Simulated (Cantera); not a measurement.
An isothermal, constant-pressure homogeneous reactor starts with H₂ : O₂ : N₂ = 0.021 : 1 : 3.5 (molar parts), equivalence ratio 0.011, at 1300 K and 10.00 Torr.

Model: GRI-Mech 3.0 (53 species, 325 reactions), integrated in Cantera. Radical loss at walls, strong at low pressure, is not modelled.

x: mole fraction; the columns are a selection and need not sum to one.

```
t (s)        x H₂   x O₂      x OH      x NO       x O
--------  -------  -----  --------  --------  --------
4.00e-6   0.00464  0.221    <1e-12    <1e-12    <1e-12
1.94e-5   0.00464  0.221  7.78e-12    <1e-12  7.81e-12
9.43e-5   0.00464  0.221  1.49e-10    <1e-12  1.52e-10
0.000458  0.00464  0.221   1.85e-9    <1e-12   2.04e-9
0.00222   0.00464  0.221   3.11e-8    <1e-12   3.99e-8
0.0108    0.00412  0.221  0.000226  3.09e-12  0.000317
0.0524    3.53e-5  0.217  0.000457         …   0.00363
0.254     2.66e-5  0.218  0.000398         …   0.00268
1.24      9.45e-6  0.219  0.000238         …  0.000923
6.00      1.06e-6  0.219   7.98e-5         …  0.000102
```

**Question.** Some entries are withheld; supply them.

**Answer.** 
- 0.0524, x NO: 1.08e-8
- 0.254, x NO: 5.43e-8
- 1.24, x NO: 1.25e-7
- 6.00, x NO: 1.70e-7
